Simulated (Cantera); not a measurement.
Input (Python, Cantera) and output of one run.

```python
import numpy as np
import cantera as ct

gas_names = """
    C CH CH2 CH3 CH4 C2 C2H C2H2,acetylene C2H2,vinylidene C2H3,vinyl C2H4 C2H5 C2H6 C3 C3H3,propargyl
    C3H4,allene C3H4,propyne C3H4,cyclo- C3H5,allyl C3H6,propylene C3H6,cyclo- C3H7,n-propyl
    C3H7,i-propyl C3H8 C4 C4H2 C4H4,1,3-cyclo- C4H6,butadiene C4H6,2-butyne C4H6,cyclo- C4H8,1-butene
    C4H8,cis2-buten C4H8,tr2-butene C4H8,isobutene C4H8,cyclo- C4H9,n-butyl C4H9,i-butyl C4H9,s-butyl
    C4H9,t-butyl C4H10,isobutane C4H10,n-butane C5 C5H6,1,3cyclo- C5H8,cyclo- C5H10,1-pentene
    C5H10,cyclo- C5H11,pentyl C5H11,t-pentyl C5H12,n-pentane C5H12,i-pentane CH3C(CH3)2CH3 C6H2
    C6H5,phenyl C6H6 C6H10,cyclo- C6H12,1-hexene C6H12,cyclo- C6H13,n-hexyl C7H7,benzyl C7H8
    C7H14,1-heptene C7H15,n-heptyl C7H16,n-heptane C8H8,styrene C8H10,ethylbenz C8H16,1-octene
    C8H17,n-octyl C8H18,isooctane C8H18,n-octane C9H19,n-nonyl C10H8,naphthale C10H21,n-decyl
    C12H9,o-bipheny C12H10,bipheny H H2 Si SiC SiC2 SiC4H12 SiH SiH2 SiH3 SiH4 Si2 Si2C Si3
""".split()
cond_names = """
    C(gr) C6H6(L) C7H8(L) C8H18(L),n-octa Si(cr) Si(L) SiC(b)
""".split()


def load(file, names, dense=False):
    # The tables refer to 1 bar. Condensed volumes are neglected.
    table = {s.name: s for s in ct.Species.list_from_file(file)}
    out = []
    for n in names:
        d = dict(table[n].input_data)
        d["thermo"] = dict(d["thermo"], **{"reference-pressure": 1e5})
        if dense:
            d["equation-of-state"] = {"model": "constant-volume", "density": "1e6 g/cm^3"}
        out.append(ct.Species.from_dict(d))
    return out


gas = ct.Solution(thermo="ideal-gas", species=load("nasa_gas.yaml", gas_names))
cond = {s.name: ct.Solution(thermo="fixed-stoichiometry", species=[s], name=s.name)
        for s in load("nasa_condensed.yaml", cond_names, dense=True)}
atoms = {
    'CH3SiH3': {'C': 1, 'H': 6, 'Si': 1},
    'C2H2': {'C': 2, 'H': 2},
    'H2': {'H': 2},
}
top_T = {'C(gr)': 4500, 'SiC(b)': 3050}  # K; cautious upper limits of use, not melting points


def equilibrate(T, P, feed):
    n = {}
    for name, mol in feed.items():
        for a, k in atoms[name].items():
            n[a] = n.get(a, 0.0) + k * mol
    gas.TPX = T, P, n
    mass = sum(n.values()) * gas.mean_molecular_weight
    gas.equilibrate("TP")
    valid = [c for c in cond.values() if c.min_temp <= T <= top_T.get(c.name, c.max_temp)]
    mix = ct.Mixture([(gas, mass / gas.mean_molecular_weight)] + [(c, 0.0) for c in valid])
    mix.T, mix.P = T, P
    mix.equilibrate("TP", solver="vcs", rtol=1e-11, max_steps=5000)
    return mix


results = []
feed = {'CH3SiH3': 1, 'C2H2': 0.16, 'H2': 8.7}  # mol
P = 130  # Pa
for T in [1148, 1248, 1348, 1448, 1548, 1648, 1748, 1848, 1948, 2048, 2148, 2248, 2348]:
    mix = equilibrate(T, P, feed)
    results.append((T, P, feed, dict(zip(mix.species_names, mix.species_moles))))

top = {s: max(r[3][s] / sum(r[3][g] for g in gas_names) for r in results) for s in gas_names}
cols = sorted((s for s in top if top[s] > 0.0001), key=lambda s: -top[s])[:5]
seen = [c for c in cond_names if any(r[3].get(c, 0) > 1e-12 for r in results)]
print("log10 of partial pressures in bar; condensed amounts in mol")
print(f"{'T/K':>10s}" + "".join(f"{s[:9]:>10s}" for s in cols + seen))
for T, P, feed, n in results:
    ng = sum(n[g] for g in gas_names)
    print(f"{T:10.4g}" + "".join(f"{np.log10(max(n[s] / ng * P / 1e5, 1e-99)):10.3f}" for s in cols)
          + "".join(f"{n.get(c, 0):10.4g}" for c in seen))
```

Result:

```
log10 of partial pressures in bar; condensed amounts in mol
       T/K        H2         H        Si      SiC2      Si2C     C(gr)    SiC(b)
      1148    -2.886    -8.588   -15.656   -20.140   -20.070    0.3196         1
      1248    -2.886    -7.774   -13.761   -17.653   -17.625    0.3198         1
      1348    -2.886    -7.079   -12.150   -15.539   -15.549    0.3199         1
      1448    -2.886    -6.478   -10.763   -13.721   -13.764    0.3198         1
      1548    -2.886    -5.955    -9.556   -12.141   -12.215    0.3196         1
      1648    -2.887    -5.494    -8.498   -10.757   -10.858     0.319         1
      1748    -2.889    -5.086    -7.562    -9.534    -9.659    0.3176    0.9997
      1848    -2.893    -4.722    -6.728    -8.446    -8.594    0.3157    0.9981
      1948    -2.900    -4.397    -5.981    -7.472    -7.641    0.3173    0.9893
      2048    -2.915    -4.108    -5.307    -6.596    -6.784    0.3427    0.9468
      2148    -2.945    -3.853    -4.698    -5.803    -6.009    0.4724    0.7641
      2248    -3.009    -3.638    -4.143    -5.083    -5.305     1.004   0.01307
      2348    -3.071    -3.444    -4.150    -4.939    -5.691    0.9221         0
```

Cantera equilibrium calculation (NASA polynomials, part measured and part estimated; ideal gas, pure solids and liquids). The feed counts by its element totals alone. Gases not in the tables: Si2H6 and higher silanes.
